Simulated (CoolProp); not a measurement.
Methanol at several states: density (kg/m³) from the reference equation and from simpler models built on Tc = 240.2 °C, pc = 8.216 MPa, ω = 0.565; each cubic takes its own stable root.

Values from CoolProp's reference Helmholtz-energy equation of state, de Reuck 1993.

```csv
T (°C),p (MPa),phase,reference
101.65,0.442,liquid,709.2
150.75,0.275,gas,2.568
181.15,0.0696,gas,0.5931
```

### Question
How far does each simpler model (van der Waals, Redlich-Kwong, Soave-Redlich-Kwong, Peng-Robinson) lie from the reference over these 3 states: mean and median of the absolute difference, and the worst?

### Answer
- van der Waals: mean 33.5 %, median 1.1 %, worst -99.3 % at 101.65 °C and 0.442 MPa
- Redlich-Kwong: mean 33.3 %, median 0.7 %, worst -99.3 % at 101.65 °C and 0.442 MPa
- Soave-Redlich-Kwong: mean 8.1 %, median 0.3 %, worst -23.8 % at 101.65 °C and 0.442 MPa
- Peng-Robinson: mean 4.7 %, median 0.2 %, worst -13.9 % at 101.65 °C and 0.442 MPa

At some of these states van der Waals, Redlich-Kwong gives the other phase, because its saturation line lies elsewhere.
